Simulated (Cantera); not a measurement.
Charge: 1 mol Si, 1.4 mol Br2, 64 mol H2, equilibrated at 1025 °C and 100 Torr.

Equilibrium computed with Cantera from the NASA thermochemical tables; the gas is ideal and each condensed phase is pure. Candidate condensed phases: Br2, Si; 19 gas species. The tables' values for SiBr3 are old estimates; treat these amounts as uncertain. The numbers say what is thermodynamically allowed, not how fast it happens.

Base state: H2 0.960, HBr 0.0367, SiBr2 0.00268, SiBr4 8.31e-5, SiBr3 7.29e-5, SiHBr3 6.00e-5, Br 2.67e-5, SiH2Br2 2.07e-5 (mole fractions); condensed: Si(s).

**Question.** What changes in the equilibrium state with this change: temperature from 1025 °C to 1277 °C?

**Answer.** 
```
species      before     after
----------  -------  --------
H2            0.960     0.961
HBr          0.0367    0.0357
SiBr2       0.00268   0.00339
Br          2.67e-5  0.000263
SiBr4       8.31e-5   1.63e-6
H           2.88e-6   8.45e-5
Si(s), mol    0.809     0.776
```
